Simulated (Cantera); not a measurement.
A Cantera script and what it prints.

```python
import numpy as np
import cantera as ct

gas_names = [...]  # 113 gases of nasa_gas.yaml made of C, F, H, Si
cond_names = """
    C(gr) C6H6(L) C7H8(L) C8H18(L),n-octa Si(cr) Si(L) SiC(b)
""".split()


# ... load() reads the species with a 1 bar reference pressure and builds the phases ...
atoms = {
    'CH3F': {'C': 1, 'H': 3, 'F': 1},
    'H2': {'H': 2},
    'Si': {'Si': 1},
}
top_T = {'C(gr)': 4500, 'SiC(b)': 3050}  # K; cautious upper limits of use, not melting points


# ... equilibrate(T, P, feed) seeds the gas with the atoms and calls Mixture.equilibrate('TP', solver="vcs", rtol=1e-11, max_steps=5000) ...
results = []
feed = {'CH3F': 1, 'H2': 2.3, 'Si': 0.033}  # mol
T = 698  # K
P = 1333.22  # Pa
mix = equilibrate(T, P, feed)
results.append((T, P, feed, dict(zip(mix.species_names, mix.species_moles))))
print(gas.report(threshold=0.0001))
for i in range(1, mix.n_phases):
    print(f"{mix.phase(i).name:16s} {mix.phase_moles(i):12.5e} mol")
```

It prints:

```
       temperature   698 K
          pressure   1333.2 Pa
           density   0.0017421 kg/m^3
  mean mol. weight   7.5835 kg/kmol
   phase of matter   gas

                          1 kg             1 kmol
                     ---------------   ---------------
          enthalpy       -8.4737e+06        -6.426e+07  J
   internal energy       -9.2389e+06       -7.0064e+07  J
           entropy             28092        2.1304e+05  J/K
    Gibbs function       -2.8082e+07       -2.1296e+08  J
 heat capacity c_p            4175.7             31666  J/K
 heat capacity c_v            3079.3             23352  J/K

                      mass frac. Y      mole frac. X     chem. pot. / RT
                     ---------------   ---------------   ---------------
               CH4           0.12808          0.060542            -43.78
                HF           0.56914           0.21574            -74.69
                H2           0.19021           0.71552           -21.345
              SiF4           0.11257          0.008202           -324.18
     [ +109 minor]        6.8719e-07        1.3569e-07

C(gr)             7.56415e-01 mol
Si(cr)            0.00000e+00 mol
SiC(b)            0.00000e+00 mol
```

Equilibrium computed with Cantera from the NASA thermochemical tables; the gas is ideal and each condensed phase is pure.
